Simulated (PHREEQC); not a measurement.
1 kg of water meets 20 L of dry gas (CO2 0.37, CH4 0.44, H2S 0.19 by moles) at fixed total pressure, at 25 °C; fugacities by Peng-Robinson. The gases take part in no redox reaction, some water evaporates into the gas, and hydrates or a liquid gas phase aren't modelled. Nothing may precipitate in this run.

The numbers come from PHREEQC with the ion-association model, phreeqc.dat.

```
P (atm)  dissolved CO2 (all carbonate carbon) (mol/kgw)  φ of CO2  p of CO2 (atm)  dissolved CH4 (mol/kgw)
-------  ----------------------------------------------  --------  --------------  -----------------------
1                                                0.0121     0.994           0.356                 0.000693
2                                                0.0244     0.989           0.724                  0.00140
3                                                0.0366     0.984            1.09                  0.00211
5                                                0.0604     0.973            1.83                  0.00351
7.5                                              0.0893     0.959            2.75                  0.00522
10                                                0.117     0.946            3.67                  0.00691
15                                                0.170     0.920            5.51                   0.0102
```

Species that the database lacks are ignored.
